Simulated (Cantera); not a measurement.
Input: 1 mol SiC, 2.8 mol CO2, 580 mol H2, equilibrated at 1.40 mbar.

Cantera equilibrium calculation (NASA polynomials, part measured and part estimated; ideal gas, pure solids and liquids). Candidate condensed phases: C, C6H6, C7H8, C8H18, H2O, Si, SiC, SiO2; 123 gas species. Mutual solubility and eutectic melting of coexisting phases are not modelled. The tables hold silica as quartz up to 1696 K and as liquid above; real silica turns to tridymite and cristobalite and melts near 1996 K. Rates play no part.

Which condensed phases are stable at each of these points (T (K)): 923, 1023, 1123, 1223, 1323, 1423, 1523, 1623, 1723, 1823, 1923, 2023, 2123, 2223?


```csv
T (K),condensed phases,Si condensed (%)
923,C(graphite) + SiO2(β-quartz),100.0
1023,C(graphite) + SiO2(β-quartz),100.0
1123,C(graphite) + SiO2(β-quartz),99.9
1223,SiC(s) + SiO2(β-quartz),95.8
1323,SiO2(β-quartz),79.4
1423,SiO2(β-quartz),67.7
1523,gas only,0.0
1623,gas only,0.0
1723,gas only,0.0
1823,gas only,0.0
1923,gas only,0.0
2023,gas only,0.0
2123,gas only,0.0
2223,gas only,0.0
```

From 923 K to 1123 K the condensed part is C(graphite) + SiO2(β-quartz). At 1223 K the condensed part is SiC(s) + SiO2(β-quartz). From 1323 K to 1423 K the condensed part is SiO2(β-quartz). From 1523 K to 2223 K nothing is condensed.
